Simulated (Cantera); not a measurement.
**Stirred combustor or abatement burner**

A perfectly stirred reactor is fed with H2 : O2 : N2 : NO = 1 : 0.312 : 1.17 : 0.0055 (molar parts), at 24000 Pa; it is adiabatic with a 575 K inlet, and is followed from long to short residence time, starting on the burning branch (τ in s: 0.031, 0.014, 0.006, 0.0026, 0.0012, 0.00051, 0.00022, 9.9e-05, 4.3e-05, 1.9e-05, 8.4e-06).

Model: GRI-Mech 3.0 (53 species, 325 reactions), integrated in Cantera. The mechanism lacks 2 NO + O2 → 2 NO2 and HONO, so NO2 and the effect of NO are under-described below about 1400 K.

```
τ (s)    T (K)   x H2      x O2     x NO   x N2    x NO2
-------  -----  -----  --------  -------  -----  -------
0.031     2250  0.161  0.000550  0.00149  0.529  1.24e-8
0.014     2172  0.158  0.000950  0.00187  0.526  1.27e-8
0.0060    2061  0.153   0.00166  0.00219  0.521  1.21e-8
0.0026    1927  0.147   0.00271  0.00233  0.515  1.19e-8
0.0012    1785  0.140   0.00405  0.00236  0.509  1.28e-8
0.00051   1617  0.132   0.00617  0.00235  0.502  1.51e-8
0.00022   1448  0.129    0.0102  0.00233  0.495  1.86e-8
9.9e-5    1278  0.152    0.0226  0.00230  0.489  2.63e-8
4.3e-5     575  0.402     0.125  0.00221  0.470   <1e-12
1.9e-5     575  0.402     0.125  0.00221  0.470   <1e-12
8.4e-6     575  0.402     0.125  0.00221  0.470   <1e-12
```
x: mole fraction; the columns are a selection and need not sum to one.
